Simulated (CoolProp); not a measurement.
Vapour-liquid equilibrium of hydrogen sulfide (1) + isobutane (2) at 741 kPa; x and y are mole fractions of (1).

The numbers come from the multi-fluid Helmholtz-energy mixture model, Lemmon 2006 and Bücker 2006; pair parameters Kunz 2012 in CoolProp.

```tsv
x	bubble temperature, mixture model (°C)	bubble temperature, Raoult's law (°C)	y, mixture model	y, Raoult's law
0.05	43.4	45.4	0.224	0.217
0.2	20.7	28.1	0.627	0.586
0.35	7.8	16.2	0.783	0.764
0.5	0.7	7.5	0.854	0.863
0.65	-3.6	0.7	0.896	0.924
0.8	-6.8	-4.8	0.933	0.964
0.95	-9.8	-9.5	0.980	0.993
```

The largest gap from Raoult's law is -8.4 K in bubble temperature, at x = 0.35. No azeotrope shows between x = 0.05 and 0.95.

The pair parameters rest on a limited set of measurements; away from them the model extrapolates.
